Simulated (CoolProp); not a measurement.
Isohexane along the isotherm 550 K: fugacity coefficient from the reference equation and from simpler models built on Tc = 497.7 K, pc = 30.43 bar, ω = 0.280; each cubic takes its own stable root.

The numbers come from the reference Helmholtz-energy equation of state, Lemmon 2006 in CoolProp. It is a short technical equation, of lower accuracy than the large ones.

```tsv
p (bar)	phase	reference
0.481	gas	0.9961
1.09	gas	0.9913
2.49	gas	0.9801
5.67	gas	0.9549
12.9	gas	0.8985
29.4	gas	0.7738
66.8	supercritical	0.5315
152	supercritical	0.3565
```

Problem. How far does each simpler model (van der Waals, Soave-Redlich-Kwong) lie from the reference over these 8 states: mean and median of the absolute difference, and the worst?

Solution. 
- van der Waals: mean 1.6 %, median 0.3 %, worst +11.1 % at 550 K and 152 bar
- Soave-Redlich-Kwong: mean 2.1 %, median 0.2 %, worst +10.7 % at 550 K and 152 bar
